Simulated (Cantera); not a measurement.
A freely propagating, adiabatic, planar premixed flame of CO : H2 : O2 : N2 = 1 : 1.1 : 1.57 : 7.05 (molar parts), equivalence ratio 0.67, unburnt at 475 K and 32000 Pa; mixture-averaged transport, grid criteria slope 0.08 and curve 0.16, no radiation.

Computed with Cantera and GRI-Mech 3.0 (53 species, 325 reactions). Burning velocities carry a grid error of a few per cent, more on coarse grids.

### Question
What does this change do: O2 1.57 to 2 parts?

### Answer
```
quantity                    before     after
------------------------  --------  --------
laminar burning velocity  142 cm/s  132 cm/s
thermal thickness          2.36 mm   2.15 mm
peak x(OH)                 0.00673   0.00691
peak x(H2O2)               1.89e-5   2.21e-5
peak x(O)                   0.0103    0.0112
```

### Question
What does this change do: inlet temperature 475 to 300 K?

### Answer
```
quantity                    before      after
------------------------  --------  ---------
laminar burning velocity  142 cm/s  54.5 cm/s
thermal thickness          2.36 mm    1.98 mm
peak x(OH)                 0.00673    0.00506
peak x(H2O2)               1.89e-5    6.59e-5
peak x(O)                   0.0103    0.00717
```
